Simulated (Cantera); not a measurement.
Charge: 1 mol Fe3O4, 61 mol H2, at 1052 °C and 825 Torr.

These are equilibrium values from Cantera (NASA tables, ideal gas, pure condensed phases), not measurements of a reactor. Candidate condensed phases: Fe, FeO, Fe(OH)2, Fe(OH)3, Fe2O3, Fe3O4, H2O; 12 gas species. The numbers say what is thermodynamically allowed, not how fast it happens.

Task: What is the equilibrium state?

Result: 
* **x(H2)**: 0.934
* **x(H2O)**: 0.0656
* **x(H)**: 1.51e-6
* **n(Fe(γ))**: 3.00 mol
* **gas amount**: 61.00 mol
* **log10 activity of Fe(OH)2(s) (absent)**: -7.22
* **log10 activity of Fe(OH)3(s) (absent)**: -13.21
